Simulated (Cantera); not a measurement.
Cantera run:

```python
import numpy as np
import cantera as ct

gas_names = [...]  # 151 gases of nasa_gas.yaml made of C, H, N, O, Si
cond_names = """
    C(gr) C6H6(L) C7H8(L) C8H18(L),n-octa H2O(s) H2O(L) Si(cr) Si(L) SiC(b) SiO2(Lqz) SiO2(hqz) SiO2(L)
    Si2N2O(s) Si3N4(a)
""".split()


# ... load() reads the species with a 1 bar reference pressure and builds the phases ...
atoms = {
    'TEOS': {'Si': 1, 'C': 8, 'H': 20, 'O': 4},
    'O3': {'O': 3},
    'N2': {'N': 2},
    'CO2': {'C': 1, 'O': 2},
}
top_T = {'C(gr)': 4500, 'SiC(b)': 3050, 'Si2N2O(s)': 2100, 'Si3N4(a)': 2400}  # K; cautious upper limits of use, not melting points


# ... equilibrate(T, P, feed) seeds the gas with the atoms and calls Mixture.equilibrate('TP', solver="vcs", rtol=1e-11, max_steps=5000) ...
results = []
feed = {'TEOS': 1, 'O3': 0.42, 'N2': 20, 'CO2': 2.5}  # mol
P = 1333.22  # Pa
for T in [950, 1025, 1100, 1175, 1250, 1325, 1400, 1475, 1550, 1625, 1700, 1775, 1850, 1925]:
    mix = equilibrate(T, P, feed)
    results.append((T, P, feed, dict(zip(mix.species_names, mix.species_moles))))

top = {s: max(r[3][s] / sum(r[3][g] for g in gas_names) for r in results) for s in gas_names}
cols = sorted((s for s in top if top[s] > 0.001), key=lambda s: -top[s])[:6]
seen = [c for c in cond_names if any(r[3].get(c, 0) > 1e-12 for r in results)]
print("log10 of partial pressures in bar; condensed amounts in mol")
print(f"{'T/K':>10s}" + "".join(f"{s[:9]:>10s}" for s in cols + seen))
for T, P, feed, n in results:
    ng = sum(n[g] for g in gas_names)
    print(f"{T:10.4g}" + "".join(f"{np.log10(max(n[s] / ng * P / 1e5, 1e-99)):10.3f}" for s in cols)
          + "".join(f"{n.get(c, 0):10.4g}" for c in seen))
```

It prints:

```
log10 of partial pressures in bar; condensed amounts in mol
       T/K        N2        H2        CO       SiO         H       HCN     C(gr)    SiC(b) SiO2(hqz) Si2N2O(s)
       950    -2.156    -2.459    -2.546   -17.239   -10.484    -7.959       2.3         0         1         0
      1025    -2.157    -2.458    -2.542   -14.474    -9.590    -7.423     2.253         0         1         0
      1100    -2.157    -2.458    -2.541   -12.089    -8.816    -6.960     2.243         0         1         0
      1175    -2.157    -2.458    -2.541   -10.013    -8.141    -6.558      2.24         0         1         0
      1250    -2.179    -2.469    -2.480    -8.526    -7.550    -6.221    0.7387         0         0       0.5
      1325    -2.179    -2.469    -2.480    -7.539    -7.021    -5.908    0.7365         0         0       0.5
      1400    -2.179    -2.469    -2.480    -6.661    -6.548    -5.628    0.7333         0         0    0.4997
      1475    -2.179    -2.469    -2.480    -5.873    -6.122    -5.378    0.7293         0         0     0.498
      1550    -2.179    -2.470    -2.480    -5.164    -5.737    -5.152    0.7286         0         0    0.4899
      1625    -2.179    -2.477    -2.478    -4.370    -5.390    -5.254         0    0.5244         0    0.1739
      1700    -2.179    -2.481    -2.486    -3.891    -5.072    -5.258         0    0.6113         0         0
      1775    -2.180    -2.482    -2.486    -3.885    -4.779    -5.041         0    0.6053         0         0
      1850    -2.180    -2.484    -2.487    -3.876    -4.510    -4.843         0    0.5961         0         0
      1925    -2.181    -2.486    -2.488    -3.865    -4.263    -4.664         0    0.5818         0         0
```

Equilibrium computed with Cantera from the NASA thermochemical tables; the gas is ideal and each condensed phase is pure. The feed counts by its element totals alone. N2 is the only nitrogen source here; it is nearly inert below about 1500 K, so the nitride shown seldom forms there in practice. Mutual solubility and eutectic melting of coexisting phases are not modelled. The tables hold silica as quartz up to 1696 K and as liquid above; real silica turns to tridymite and cristobalite and melts near 1996 K.
